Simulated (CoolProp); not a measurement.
A simple Rankine cycle with R22: condensing at 299.15 K, boiler at 4.14 MPa, turbine inlet 364.4 K, turbine efficiency 0.6, pump efficiency 0.6, no recuperator. Each further row changes one setting.

The numbers come from the reference Helmholtz-energy equation of state, Kamei 1995 in CoolProp.

```
case                             thermal efficiency (%)  net work (kJ/kg)  heat in (kJ/kg)  turbine exit temperature (K)  volume ratio over the turbine
-------------------------------  ----------------------  ----------------  ---------------  ----------------------------  -----------------------------
as stated                                           6.7              12.3              183                         299.2                           4.37
turbine inlet 384.4 K                               7.4              15.8              213                         317.2                           3.99
condensing temperature 291.15 K                     7.7              14.9              193                         291.2                           5.46
boiler pressure 2.9 MPa                             6.0              12.6              210                         318.0                           2.73
turbine efficiency 0.5                              5.2              9.55              183                         299.2                           4.44
```

The expansion ends wet for: as stated; condensing temperature 291.15 K; turbine efficiency 0.5.
